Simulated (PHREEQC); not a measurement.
Make-up at 20 °C: 0.0075 mol/kgw HF, 0.19 mol/kgw (CH3)4NF, 0.021 mol/kgw (NH4)2SiF6 and 0.041 mol/kgw H2SO4. Closed to the air; pH follows from the charge balance.

All values are PHREEQC results (ion-association model, phreeqc.dat), not measurements.

No solid was allowed to form.

Problem. Order these F species by the share of F that they hold, largest first: SiF6-2, HF, HF2-, F-.

Solution. SiF6-2 (39 %), F- (27 %), HF (20 %), HF2- (13 %)

Problem. Order these S species by the share of S that they hold, largest first: NH4SO4-, SO4-2, HSO4-.

Solution. SO4-2 (88 %), NH4SO4- (9.8 %), HSO4- (2.3 %)

The pH is 3.07 and the ionic strength 0.286 mol/kgw. (CH3)4N+ isn't in the database: it is added as a free cation with an ion size of 4 Å. SiF6-2 is the database's only silicon fluoride.
